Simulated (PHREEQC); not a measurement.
A solution holds 0.001 mol H3BO3, 0.015 mol NH3 and 0.038 mol KCl per kg of water, at 30 °C. Closed to the air; pH follows from the charge balance.

Computed with PHREEQC (ion-association model, wateq4f.dat).

The pH is 10.22, the ionic strength is 0.0392 mol/kgw and the total alkalinity is 15.0 meq/kg.

| species | molality | activity | log γ |
|---|---|---|---|
| Cl- | 0.0380 | 0.0314 | -0.082 |
| K+ | 0.0380 | 0.0314 | -0.082 |
| NH3 | 0.0138 | 0.0138 | 0.000 |
| NH4+ | 0.00122 | 0.00102 | -0.079 |
| H2BO3- | 0.000929 | 0.000759 | -0.088 |
| OH- | 0.000293 | 0.000242 | -0.083 |
| H3BO3 | 7.13e-5 | 7.19e-5 | 0.004 |

No solid was allowed to form.
